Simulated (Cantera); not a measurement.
A Cantera script and its output.

```python
import numpy as np
import cantera as ct

gas = ct.Solution("gri30.yaml")
gas.TPX = 1550, 650000, {'CO': 1, 'H2': 0.71, 'CH4': 0.16, 'O2': 3.01, 'N2': 26.5}
reactor = ct.IdealGasConstPressureReactor(gas, energy="on", clone=False)
net = ct.ReactorNet([reactor])
net.rtol, net.atol = 1e-08, 1e-16
show = ['CO', 'H2', 'CH4', 'HO2', 'HCN']
times = np.geomspace(1e-06, 7, 15)

steps = ct.SolutionArray(gas, extra=["t"])
rows = []
print(f"{'t/s':>10s}{'T/K':>9s}{'P/Pa':>11s}" + "".join(f"{s:>11s}" for s in show))
for t in times:
    while net.time < t:
        t_next = net.step()
        steps.append(gas.state, t=t_next)
    rows.append([np.interp(t, steps.t, y) for y in (steps.T, steps.P, *steps(*show).X.T)])
    print(f"{t:10.3e}{rows[-1][0]:9.1f}{rows[-1][1]:11.4g}" + "".join(f"{x:11.3e}" for x in rows[-1][2:]))
rate = np.gradient(steps.T, steps.t)
print("integrator steps:", len(steps.t))
if steps.T.max() > steps.T[0] + 200:
    print(f"time of steepest temperature rise: {steps.t[rate.argmax()]:.4e} s")
gas.TPX = 1550, 650000, {'CO': 1, 'H2': 0.71, 'CH4': 0.16, 'O2': 3.01, 'N2': 26.5}
gas.equilibrate("HP")
print(f"equilibrium (HP): T = {gas.T:.1f} K  " + "  ".join(f"{s} {gas[s].X[0]:.3e}" for s in show))
```

Output:

```
       t/s      T/K       P/Pa         CO         H2        CH4        HO2        HCN
 1.000e-06   1550.0    6.5e+05  3.187e-02  2.263e-02  5.099e-03  2.357e-07  1.300e-18
 3.083e-06   1550.0    6.5e+05  3.187e-02  2.261e-02  5.091e-03  2.887e-06  2.910e-15
 9.503e-06   1694.9    6.5e+05  3.263e-02  4.794e-03  1.564e-04  7.329e-05  7.315e-08
 2.930e-05   1944.2    6.5e+05  9.973e-03  7.152e-04  1.991e-17  1.945e-05  2.248e-12
 9.031e-05   2041.4    6.5e+05  1.685e-03  1.669e-04  1.607e-20  4.287e-06  3.587e-13
 2.784e-04   2061.1    6.5e+05  2.693e-04  3.632e-05  2.735e-22  1.492e-06  3.483e-14
 8.582e-04   2063.1    6.5e+05  1.351e-04  2.469e-05  1.059e-22  1.306e-06  9.708e-15
 2.646e-03   2063.1    6.5e+05  1.344e-04  2.463e-05  6.014e-23  1.305e-06  9.549e-15
 8.156e-03   2062.9    6.5e+05  1.343e-04  2.461e-05  5.509e-23  1.304e-06  9.473e-15
 2.514e-02   2062.6    6.5e+05  1.340e-04  2.457e-05  5.462e-23  1.301e-06  9.252e-15
 7.751e-02   2061.6    6.5e+05  1.332e-04  2.444e-05  5.332e-23  1.293e-06  8.667e-15
 2.389e-01   2059.0    6.5e+05  1.311e-04  2.411e-05  5.021e-23  1.272e-06  7.480e-15
 7.366e-01   2054.4    6.5e+05  1.275e-04  2.353e-05  4.546e-23  1.234e-06  6.112e-15
 2.271e+00   2051.9    6.5e+05  1.256e-04  2.322e-05  4.312e-23  1.214e-06  5.575e-15
 7.000e+00   2051.8    6.5e+05  1.255e-04  2.320e-05  4.302e-23  1.213e-06  5.555e-15
integrator steps: 1631
time of steepest temperature rise: 8.4000e-06 s
equilibrium (HP): T = 2051.8 K  CO 1.255e-04  H2 2.320e-05  CH4 6.952e-23  HO2 1.213e-06  HCN 5.555e-15
```

Detailed kinetics in Cantera: GRI-Mech 3.0 (53 species, 325 reactions).
